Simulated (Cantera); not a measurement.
Input (Python, Cantera) and output of one run.

```python
import numpy as np
import cantera as ct

gas_names = [...]  # 97 gases of nasa_gas.yaml made of Al, C, H, N
cond_names = """
    AL(cr) AL(L) ALN(s) C(gr) C6H6(L) C7H8(L) C8H18(L),n-octa
""".split()


# ... load() reads the species with a 1 bar reference pressure and builds the phases ...
atoms = {
    'Al(CH3)3': {'AL': 1, 'C': 3, 'H': 9},
    'NH3': {'N': 1, 'H': 3},
    'H2': {'H': 2},
}
top_T = {'ALN(s)': 2750, 'C(gr)': 4500}  # K; cautious upper limits of use, not melting points


# ... equilibrate(T, P, feed) seeds the gas with the atoms and calls Mixture.equilibrate('TP', solver="vcs", rtol=1e-11, max_steps=5000) ...
results = []
feed = {'Al(CH3)3': 1, 'NH3': 450, 'H2': 230}  # mol
T = 1025  # K
P = 1000  # Pa
mix = equilibrate(T, P, feed)
results.append((T, P, feed, dict(zip(mix.species_names, mix.species_moles))))
x = sorted(zip(gas.X, gas.species_names), reverse=True)
print(f"T = {T:g} K  P = {P:g} Pa  gas = {mix.phase_moles(0):.4g} mol")
print("   x: " + "  ".join(f"{s} {v:.3e}" for v, s in x if v > 1e-05))
print("   condensed (mol): " + ("  ".join(f"{mix.phase(i).name} {mix.phase_moles(i):.4g}"
      for i in range(1, mix.n_phases) if mix.phase_moles(i) > 1e-12) or "none"))
```

Output:

```
T = 1025 K  P = 1000 Pa  gas = 1133 mol
   x: H2 8.015e-01  N2 1.981e-01  CH4 4.721e-04
   condensed (mol): ALN(s) 1  C(gr) 2.461
```

These are equilibrium values from Cantera (NASA tables, ideal gas, pure condensed phases), not measurements of a reactor. The feed counts by its element totals alone.
